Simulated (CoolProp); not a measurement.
Vapour-liquid equilibrium of R22 (1) + ethanol (2) at 70.1 kPa; x and y are mole fractions of (1).

Values from CoolProp's multi-fluid Helmholtz-energy mixture model, Kamei 1995 and Schroeder 2014; pair parameters Bell 2016.

```json
[
 {"x": "0.05", "bubble temperature (°C)": "16.1", "y at the bubble point": "0.936", "dew temperature at overall composition x (°C)": "68.1", "liquid density (mol/L)": "17.13"},
 {"x": "0.125", "bubble temperature (°C)": "-13.2", "y at the bubble point": "0.992", "dew temperature at overall composition x (°C)": "66.2", "liquid density (mol/L)": "17.59"},
 {"x": "0.2", "bubble temperature (°C)": "-25.9", "y at the bubble point": "0.997", "dew temperature at overall composition x (°C)": "64.1", "liquid density (mol/L)": "17.74"},
 {"x": "0.275", "bubble temperature (°C)": "-33.1", "y at the bubble point": "0.999", "dew temperature at overall composition x (°C)": "61.9", "liquid density (mol/L)": "[?]"},
 {"x": "0.35", "bubble temperature (°C)": "[?]", "y at the bubble point": "0.999", "dew temperature at overall composition x (°C)": "59.4", "liquid density (mol/L)": "17.77"},
 {"x": "0.425", "bubble temperature (°C)": "-40.5", "y at the bubble point": "0.999", "dew temperature at overall composition x (°C)": "56.7", "liquid density (mol/L)": "17.72"},
 {"x": "0.5", "bubble temperature (°C)": "-42.3", "y at the bubble point": "1.000", "dew temperature at overall composition x (°C)": "53.7", "liquid density (mol/L)": "17.64"},
 {"x": "0.575", "bubble temperature (°C)": "-43.5", "y at the bubble point": "1.000", "dew temperature at overall composition x (°C)": "50.3", "liquid density (mol/L)": "17.52"},
 {"x": "0.65", "bubble temperature (°C)": "-44.3", "y at the bubble point": "1.000", "dew temperature at overall composition x (°C)": "46.3", "liquid density (mol/L)": "17.39"},
 {"x": "0.725", "bubble temperature (°C)": "[?]", "y at the bubble point": "1.000", "dew temperature at overall composition x (°C)": "[?]", "liquid density (mol/L)": "17.24"},
 {"x": "0.8", "bubble temperature (°C)": "-45.6", "y at the bubble point": "1.000", "dew temperature at overall composition x (°C)": "35.5", "liquid density (mol/L)": "17.07"},
 {"x": "0.875", "bubble temperature (°C)": "-46.4", "y at the bubble point": "1.000", "dew temperature at overall composition x (°C)": "27.1", "liquid density (mol/L)": "16.89"},
 {"x": "0.95", "bubble temperature (°C)": "-47.5", "y at the bubble point": "1.000", "dew temperature at overall composition x (°C)": "12.1", "liquid density (mol/L)": "16.69"}
]
```

Question: Fill in the missing entries.

Answer: 
- 0.275, liquid density (mol/L): 17.79
- 0.35, bubble temperature (°C): -37.6
- 0.725, bubble temperature (°C): -45.0
- 0.725, dew temperature at overall composition x (°C): 41.6

No azeotrope shows between x = 0.05 and 0.95.

Pair parameters are fitted to limited data, so mixtures are less certain than the pure fluids. With so large a gap from Raoult's law the liquid may split in two, which this calculation doesn't test in full.
